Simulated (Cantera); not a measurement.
A closed system holds: 1 mol MgO, 0.28 mol O2, held at 10000 Pa.

Method: chemical equilibrium by Gibbs-energy minimisation in Cantera with the NASA 1993 tables (ideal gas, pure condensed phases). Candidate condensed phases: Mg, MgO; 6 gas species. Kinetics and transport are ignored. All values below are at 1273 K.

Base state: O2 1.00 (mole fractions); condensed: MgO(s).

Q: What changes in the equilibrium state with this change: MgO replaced by CaO?

A: 
```tsv
species	before	after
O2	1.00	1.00
MgO(s), mol	1.00	0
CaO(s), mol	0	1.00
```
Further candidate phases: Ca, CaO.
